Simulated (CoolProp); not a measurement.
Vapour-liquid equilibrium of R22 (1) + n-hexane (2) at 331.7 K; x and y are mole fractions of (1).

Model: multi-fluid Helmholtz-energy mixture model, Kamei 1995 and Thol 2019; pair parameters Bell 2016, in CoolProp.

Question: Give the bubble pressure and the first vapour's composition at x = 0.25, 0.55, 0.65. Is there an azeotrope?

Answer: x = 0.25: 0.7194 MPa, y = 0.902; x = 0.55: 1.340 MPa, y = 0.954; x = 0.65: 1.527 MPa, y = 0.963. No azeotrope shows between x = 0.05 and 0.95.

Pair parameters are fitted to limited data, so mixtures are less certain than the pure fluids. The gap from Raoult's law changes sign with composition, which may be real or a fault of the pair parameters; it wasn't checked against measurements.
